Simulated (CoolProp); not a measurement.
Saturated liquid density (kg/m³) of R245ca: the reference equation beside estimates from Tc = 447.6 K, pc = 3.941 MPa, ω = 0.355. Rackett uses Z = 0.29056 − 0.08775 ω.

Model: reference Helmholtz-energy equation of state, Zhou 2016, in CoolProp.

```
T (K)  reference  Rackett  van der Waals  Redlich-Kwong  Soave-Redlich-Kwong  Peng-Robinson
-----  ---------  -------  -------------  -------------  -------------------  -------------
296.9       1390     1470          835.3           1219                 1284           1451
304         1372     1451          824.6           1200                 1266           1432
311.1       1354     1430          813.7           1181                 1248           1413
318.2       1336     1410          802.4           1161                 1230           1392
325.4       1316     1388          790.6           1140                 1210           1370
332.5       1297     1366          778.6           1118                 1189           1347
339.6       1276     1344              …           1096                    …           1323
346.7       1256     1321          753.3           1073                 1144           1298
353.9       1234     1297          739.7           1048                 1120           1271
361         1212     1272          725.7           1023                 1094           1242
368.1       1188     1246          711.2          996.9                 1068           1212
375.2       1164     1220          695.9          969.4                 1039           1179
382.3       1139     1192              …          940.4                 1009           1145
389.5       1111     1162          662.5          909.3                975.7           1107
396.6       1082     1130          644.3          876.7                940.6           1067
```

Q: Some entries are withheld; supply them.

A: 
- 339.6, van der Waals: 766.2
- 339.6, Soave-Redlich-Kwong: 1167
- 382.3, van der Waals: 679.8

Absolute difference from the reference over all 15 rows, mean and median: Rackett 5.2 and 5.2 %, van der Waals 40.1 and 40.0 %, Redlich-Kwong 15.0 and 14.6 %, Soave-Redlich-Kwong 9.4 and 8.9 %, Peng-Robinson 2.9 and 3.3 %.
